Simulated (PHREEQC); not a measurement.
Consider water at 25 °C with 0.22 mol CuSO4 and 0.0024 mol HCl per kg of water. Closed to the air; pH follows from the charge balance.

All values are PHREEQC results (ion-association model, phreeqc.dat), not measurements.

Precipitation was switched off in this run.

Question: Estimate the pH.

Answer: pH 3.25.

Question: In which forms is S present?

Answer: CuSO4 53 %, SO4-2 47 %, HSO4- 0.8 % of the S.
